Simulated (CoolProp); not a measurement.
Vapour-liquid equilibrium of acetone (1) + cyclohexane (2) at 412.3 K; x and y are mole fractions of (1).

Values from CoolProp's multi-fluid Helmholtz-energy mixture model, Lemmon 2006 and Zhou 2014; pair parameters Bell 2016.

```tsv
x	bubble pressure, mixture model (MPa)	bubble pressure, Raoult's law (MPa)	y, mixture model	y, Raoult's law
0.05	0.5436	0.4661	0.202	0.098
0.125	0.6540	0.5017	0.361	0.229
0.2	0.7307	0.5374	0.451	0.342
0.275	0.7860	0.5731	0.511	0.440
0.35	0.8275	0.6087	0.558	0.528
0.425	0.8601	0.6444	0.597	0.605
0.5	0.8864	0.6801	0.634	0.675
0.575	0.9078	0.7157	0.672	0.737
0.65	0.9247	0.7514	0.711	0.794
0.725	0.9367	0.7871	0.756	0.845
0.8	0.9429	0.8227	?	0.892
0.875	?	0.8584	0.867	0.936
0.95	?	0.8941	0.941	0.975
```

### Question
Complete the blanks.

### Answer

- 0.8, y, mixture model: 0.807
- 0.875, bubble pressure, mixture model (MPa): 0.9418
- 0.95, bubble pressure, mixture model (MPa): 0.9313

The largest gap from Raoult's law is +37.1 % in bubble pressure, at x = 0.275. y crosses x between x = 0.8 and 0.875: the model has an azeotrope there.

The pair parameters rest on a limited set of measurements; away from them the model extrapolates.
